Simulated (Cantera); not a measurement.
Input: 1 mol n-butane, 0.16 mol NH3, 25 mol N2, at 0.450 Torr.

Cantera equilibrium calculation (NASA polynomials, part measured and part estimated; ideal gas, pure solids and liquids). Candidate condensed phases: C, C6H6, C7H8, C8H18; 92 gas species. Equilibrium is a limit: real reactors are often held back by kinetics, nucleation or transport.

log p: log10 of the partial pressure in bar; n: condensed amount in mol.

| T (°C) | log p N2 | log p H | log p H2 | log p HCN | log p CN | n C(graphite) |
|---|---|---|---|---|---|---|
| 1152 | -3.30 | -7.16 | -3.98 | -6.86 | ___ | 3.99 |
| 1252 | -3.30 | -6.62 | -3.99 | -6.55 | ___ | 3.99 |
| 1352 | -3.30 | -6.15 | -3.99 | -6.27 | ___ | 3.97 |
| 1452 | -3.31 | -5.73 | -3.99 | -6.03 | ___ | 3.95 |
| 1552 | -3.31 | -5.36 | -4.00 | -5.81 | ___ | 3.92 |
| 1652 | -3.31 | -5.03 | -4.01 | -5.63 | ___ | 3.87 |
| 1752 | -3.31 | -4.74 | -4.04 | -5.47 | ___ | 3.80 |
| 1852 | -3.32 | -4.48 | -4.09 | -5.33 | ___ | 3.72 |
| 1952 | -3.33 | -4.27 | -4.16 | -5.23 | ___ | 3.63 |
| 2052 | -3.34 | -4.10 | -4.28 | -5.16 | ___ | 3.53 |
| 2152 | -3.35 | -3.97 | -4.44 | -5.13 | ___ | 3.41 |

**Question.** Some entries are withheld; supply them.

**Answer.** 
- 1152, log p CN: -12.49
- 1252, log p CN: -11.44
- 1352, log p CN: -10.52
- 1452, log p CN: -9.71
- 1552, log p CN: -8.99
- 1652, log p CN: -8.34
- 1752, log p CN: -7.76
- 1852, log p CN: -7.24
- 1952, log p CN: -6.77
- 2052, log p CN: -6.34
- 2152, log p CN: -5.94
